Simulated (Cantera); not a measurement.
Input: 1 mol SiC, 1.6 mol N2O, a varied amount of N2, 0.053 mol CO2, equilibrated at 1923 K and 10000 Pa.

Cantera equilibrium calculation (NASA polynomials, part measured and part estimated; ideal gas, pure solids and liquids). Candidate condensed phases: C, Si, SiC, SiO2, Si2N2O, Si3N4; 34 gas species. Mutual solubility and eutectic melting of coexisting phases are not modelled. The numbers say what is thermodynamically allowed, not how fast it happens.

log p: log10 of the partial pressure in bar; n: condensed amount in mol.

```json
[
 {"n(N2) (mol)": "1", "log p N2": "-1.21", "log p CO": "-1.54", "log p SiO": "-2.07", "log p Si": "-5.43", "log p SiN": "-6.54", "log p Si2N": "-7.05", "log p CO2": "-6.65", "n Si2N2O(s)": "0.347", "n SiC(s)": "0"},
 {"n(N2) (mol)": "1.8", "log p N2": "-1.16", "log p CO": "-1.62", "log p SiO": "-2.16", "log p Si": "-5.39", "log p SiN": "-6.47", "log p Si2N": "-6.94", "log p CO2": "-6.86", "n Si2N2O(s)": "0.347", "n SiC(s)": "0"},
 {"n(N2) (mol)": "3", "log p N2": "-1.12", "log p CO": "-1.73", "log p SiO": "-2.23", "log p Si": "-5.35", "log p SiN": "-6.42", "log p Si2N": "-6.85", "log p CO2": "-7.08", "n Si2N2O(s)": "0.331", "n SiC(s)": "0.00788"},
 {"n(N2) (mol)": "5.2", "log p N2": "-1.09", "log p CO": "-1.89", "log p SiO": "-2.31", "log p Si": "-5.31", "log p SiN": "-6.36", "log p Si2N": "-6.75", "log p CO2": "-7.36", "n Si2N2O(s)": "0.291", "n SiC(s)": "0.0275"},
 {"n(N2) (mol)": "8.8", "log p N2": "-1.06", "log p CO": "-2.07", "log p SiO": "-2.39", "log p Si": "-5.26", "log p SiN": "-6.29", "log p Si2N": "-6.64", "log p CO2": "-7.66", "n Si2N2O(s)": "0.232", "n SiC(s)": "0.0571"},
 {"n(N2) (mol)": "15", "log p N2": "-1.04", "log p CO": "-2.28", "log p SiO": "-2.47", "log p Si": "-5.20", "log p SiN": "-6.22", "log p Si2N": "-6.50", "log p CO2": "-8.02", "n Si2N2O(s)": "0.143", "n SiC(s)": "0.101"},
 {"n(N2) (mol)": "26", "log p N2": "-1.03", "log p CO": "…", "log p SiO": "…", "log p Si": "-5.12", "log p SiN": "-6.14", "log p Si2N": "-6.34", "log p CO2": "…", "n Si2N2O(s)": "…", "n SiC(s)": "0.167"},
 {"n(N2) (mol)": "44", "log p N2": "-1.02", "log p CO": "-2.73", "log p SiO": "-2.76", "log p Si": "-5.12", "log p SiN": "-6.13", "log p Si2N": "-6.33", "log p CO2": "-8.84", "n Si2N2O(s)": "0", "n SiC(s)": "0.171"},
 {"n(N2) (mol)": "76", "log p N2": "-1.01", "log p CO": "-2.95", "log p SiO": "-2.98", "log p Si": "-5.12", "log p SiN": "-6.13", "log p Si2N": "-6.32", "log p CO2": "-9.29", "n Si2N2O(s)": "0", "n SiC(s)": "0.170"},
 {"n(N2) (mol)": "130", "log p N2": "-1.01", "log p CO": "-3.18", "log p SiO": "-3.21", "log p Si": "-5.12", "log p SiN": "-6.13", "log p Si2N": "-6.33", "log p CO2": "-9.74", "n Si2N2O(s)": "0", "n SiC(s)": "0.167"},
 {"n(N2) (mol)": "220", "log p N2": "-1.00", "log p CO": "-3.40", "log p SiO": "-3.44", "log p Si": "-5.12", "log p SiN": "-6.13", "log p Si2N": "-6.33", "log p CO2": "-10.19", "n Si2N2O(s)": "0", "n SiC(s)": "0.163"},
 {"n(N2) (mol)": "380", "log p N2": "-1.00", "log p CO": "…", "log p SiO": "…", "log p Si": "-5.13", "log p SiN": "-6.13", "log p Si2N": "-6.34", "log p CO2": "…", "n Si2N2O(s)": "0", "n SiC(s)": "0.155"},
 {"n(N2) (mol)": "650", "log p N2": "-1.00", "log p CO": "-3.86", "log p SiO": "-3.91", "log p Si": "-5.13", "log p SiN": "-6.14", "log p Si2N": "-6.35", "log p CO2": "-11.11", "n Si2N2O(s)": "0", "n SiC(s)": "0.142"}
]
```

**Question.** Fill in the missing entries.

**Answer.** 
- 380, log p CO: -3.63
- 380, log p SiO: -3.68
- 380, log p CO2: -10.65
- 26, log p CO: -2.52
- 26, log p SiO: -2.56
- 26, log p CO2: -8.43
- 26, n Si2N2O(s): 0.0110
